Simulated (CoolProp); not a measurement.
Vapour-liquid equilibrium of benzene (1) + ethylbenzene (2) at 411.2 K; x and y are mole fractions of (1).

The numbers come from the multi-fluid Helmholtz-energy mixture model, Thol 2012 and Zhou 2012; pair parameters Bell 2016 in CoolProp.

Problem. Give the bubble pressure and the first vapour's composition at x = 0.05, 0.25, 0.95. Is there an azeotrope?

Solution. x = 0.05: 0.1202 MPa, y = 0.153; x = 0.25: 0.1790 MPa, y = 0.542; x = 0.95: 0.4334 MPa, y = 0.988. No azeotrope shows between x = 0.05 and 0.95.

The pair parameters rest on a limited set of measurements; away from them the model extrapolates.
